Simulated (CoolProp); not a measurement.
CHF3 (R23) along the isobar 770 kPa: fugacity coefficient from the reference equation and from simpler models built on Tc = 299.3 K, pc = 4832 kPa, ω = 0.263; each cubic takes its own stable root.

The numbers come from the reference Helmholtz-energy equation of state, Penoncello 2003 in CoolProp.

```csv
T (K),phase,reference
281.6,gas,0.9296
294.5,gas,0.9397
307.4,gas,0.9480
320.3,gas,0.9549
333.2,gas,0.9607
346.1,gas,0.9656
359,gas,0.9699
371.9,gas,0.9735
384.8,gas,0.9767
397.6,gas,0.9794
410.5,gas,0.9819
423.4,gas,0.9840
436.3,gas,0.9859
449.2,gas,0.9875
462.1,gas,0.9890
475,gas,0.9903
```

Problem. How far does each simpler model (van der Waals, Redlich-Kwong, Soave-Redlich-Kwong, Peng-Robinson) lie from the reference over these 16 states: mean and median of the absolute difference, and the worst?

Solution. 
- van der Waals: mean 0.5 %, median 0.4 %, worst +1.7 % at 281.6 K and 770 kPa
- Redlich-Kwong: mean 0.2 %, median 0.2 %, worst +0.7 % at 281.6 K and 770 kPa
- Soave-Redlich-Kwong: mean 0.3 %, median 0.2 %, worst +0.5 % at 281.6 K and 770 kPa
- Peng-Robinson: mean 0.2 %, median 0.2 %, worst -0.3 % at 320.3 K and 770 kPa
